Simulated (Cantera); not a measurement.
**Dilute partial oxidation**

An isothermal, constant-pressure homogeneous reactor starts with 0.468 % CH2O, 0.381 % O2, 97.6 % N2, 1.56 % H2O, equivalence ratio 1.2, at 1298 K and 760 Torr.

Detailed kinetics in Cantera: GRI-Mech 3.0 (53 species, 325 reactions).

```json
[
 {"t (s)": "0.000800", "x CH2O": "0.00362", "x O2": "0.00365", "x O": "2.20e-7", "x NO": "<1e-12", "x CH4": "2.40e-9", "x CO": "0.00106"},
 {"t (s)": "0.00228", "x CH2O": "9.19e-11", "x O2": "0.00167", "x O": "0.000219", "x NO": "1.46e-7", "x CH4": "4.71e-11", "x CO": "0.00349"},
 {"t (s)": "0.00651", "x CH2O": "1.43e-11", "x O2": "0.000316", "x O": "3.92e-5", "x NO": "6.99e-7", "x CH4": "<1e-12", "x CO": "0.000940"},
 {"t (s)": "0.0186", "x CH2O": "3.24e-12", "x O2": "3.89e-5", "x O": "4.23e-6", "x NO": "7.88e-7", "x CH4": "<1e-12", "x CO": "0.000539"},
 {"t (s)": "0.0530", "x CH2O": "1.12e-12", "x O2": "3.42e-6", "x O": "3.45e-7", "x NO": "7.97e-7", "x CH4": "<1e-12", "x CO": "0.000492"},
 {"t (s)": "0.151", "x CH2O": "<1e-12", "x O2": "3.11e-7", "x O": "2.99e-8", "x NO": "7.95e-7", "x CH4": "<1e-12", "x CO": "0.000488"},
 {"t (s)": "0.431", "x CH2O": "<1e-12", "x O2": "3.16e-8", "x O": "2.88e-9", "x NO": "7.88e-7", "x CH4": "<1e-12", "x CO": "0.000489"},
 {"t (s)": "1.23", "x CH2O": "<1e-12", "x O2": "3.37e-9", "x O": "2.86e-10", "x NO": "7.75e-7", "x CH4": "<1e-12", "x CO": "0.000489"},
 {"t (s)": "3.51", "x CH2O": "<1e-12", "x O2": "3.73e-10", "x O": "2.93e-11", "x NO": "7.52e-7", "x CH4": "<1e-12", "x CO": "0.000489"},
 {"t (s)": "10.0", "x CH2O": "<1e-12", "x O2": "4.48e-11", "x O": "3.56e-12", "x NO": "7.24e-7", "x CH4": "<1e-12", "x CO": "0.000490"}
]
```
x: mole fraction; the columns are a selection and need not sum to one.

Equilibrium at this temperature and pressure: CH2O <1e-12, O2 1.58e-12, O <1e-12, NO 1.20e-9, CH4 <1e-12, CO 0.000489 (gas phase only).
